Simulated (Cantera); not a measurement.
A closed system holds: 1 mol MgO, 0.37 mol H2S, 0.79 mol CO2, equilibrated at 0.133 bar.

Cantera equilibrium calculation (NASA polynomials, part measured and part estimated; ideal gas, pure solids and liquids). Candidate condensed phases: C, C6H6, C7H8, C8H18, H2O, H2SO4, Mg, MgCO3, MgO, Mg(OH)2, MgS, MgSO4, S; 130 gas species. Rates play no part. All values below are at 1300 °C.

Base state: CO2 0.311, CO 0.268, H2O 0.196, S2 0.105, H2 0.0583, SO2 0.0360, H2S 0.0179, COS 0.00277 (mole fractions); condensed: MgO(s).

Task: What changes in the equilibrium state with this change: pressure from 0.133 bar to 10.0 mbar?

Result: 
```csv
species,before,after
CO,0.268,0.312
CO2,0.311,0.256
H2O,0.196,0.183
SO2,0.0360,0.0621
H2S,0.0179,0.00613
H2,0.0583,0.0770
S2,0.105,0.0941
H,2.69e-5,0.000113
S,8.10e-5,0.000280
COS,0.00277,0.000836
"MgO(s), mol",1.00,1.000
```
